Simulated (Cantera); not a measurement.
A counterflow diffusion flame at 1.00 bar, nozzles 20 mm apart: fuel side 100 % H2 at 500 K, oxidiser side 18.0 % O2, 82.0 % N2 at 323 K, fuel mass flux 0.19 times the oxidiser's; mixture-averaged transport, no radiation.

Detailed kinetics in Cantera: the H2/O2 subset of GRI-Mech 3.0, which has no nitrogen chemistry. The maximum strain rate includes the flame's own expansion and is several times the mean.

x: mole fraction; the columns are a selection and need not sum to one.

| oxidiser flux (kg/m²/s) | max strain (1/s) | mean strain (1/s) | T max (K) | peak x OH | peak x H | peak x H2O | peak x HO2 |
|---|---|---|---|---|---|---|---|
| 0.6 | 707 | 146 | 2232 | 0.0138 | 0.0140 | 0.251 | [?] |
| 0.94 | 1050 | 228 | 2182 | 0.0139 | 0.0165 | 0.247 | [?] |
| 1.5 | 1630 | 364 | 2129 | 0.0141 | 0.0196 | 0.245 | [?] |
| 2.3 | 2480 | 558 | 2071 | 0.0140 | 0.0226 | 0.242 | [?] |
| 3.6 | 3840 | 873 | 2002 | 0.0136 | 0.0261 | 0.239 | [?] |
| 5.7 | 6010 | 1380 | 1935 | 0.0131 | 0.0303 | 0.235 | [?] |
| 8.9 | 9350 | 2160 | 1867 | 0.0124 | 0.0344 | 0.231 | [?] |
| 14 | 14600 | 3400 | 1783 | 0.0113 | 0.0384 | 0.227 | [?] |

Question: What belongs in the gaps?

Answer: 
- 0.6, peak x HO2: 6.27e-5
- 0.94, peak x HO2: 8.05e-5
- 1.5, peak x HO2: 0.000102
- 2.3, peak x HO2: 0.000124
- 3.6, peak x HO2: 0.000149
- 5.7, peak x HO2: 0.000178
- 8.9, peak x HO2: 0.000211
- 14, peak x HO2: 0.000247
